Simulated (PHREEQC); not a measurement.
A solution holds 25 mmol/kgw HCl and 6.3 mmol/kgw MnSO4, at 20 °C. Closed to the air; pH follows from the charge balance.

Equilibrium calculation in PHREEQC: ion-association model, phreeqc.dat.

**Question.** The ionic strength comes out as 0.0415 mol/kgw. What activity coefficients do HSO4-, Cl-, MnCl+, Mn+2, SO4-2 get?

**Answer.** HSO4- 0.83, Cl- 0.83, MnCl+ 0.84, Mn+2 0.51, SO4-2 0.49.

No solid was allowed to form.
